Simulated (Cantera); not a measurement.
Input: 1 mol Cu, 0.11 mol H2O, a varied amount of CO, equilibrated at 0.290 bar.

These are equilibrium values from Cantera (NASA tables, ideal gas, pure condensed phases), not measurements of a reactor. Candidate condensed phases: C, C6H6, C7H8, C8H18, Cu, CuO, Cu(OH)2, Cu2O, H2O; 113 gas species. Kinetics and transport are ignored.

What condenses at these points (T in K, n(CO) in mol): (1473, 10); (1548, 8.7); (1023, 14); (1248, 16); (1623, 7.4)?


```json
[
 {"T (K)": "1473", "n(CO) in mol": "10", "condensed phases": "Cu", "Cu condensed (%)": "100.0"},
 {"T (K)": "1548", "n(CO) in mol": "8.7", "condensed phases": "Cu", "Cu condensed (%)": "99.9"},
 {"T (K)": "1023", "n(CO) in mol": "14", "condensed phases": "C + Cu", "Cu condensed (%)": "100.0"},
 {"T (K)": "1248", "n(CO) in mol": "16", "condensed phases": "Cu", "Cu condensed (%)": "100.0"},
 {"T (K)": "1623", "n(CO) in mol": "7.4", "condensed phases": "Cu", "Cu condensed (%)": "99.9"}
]
```
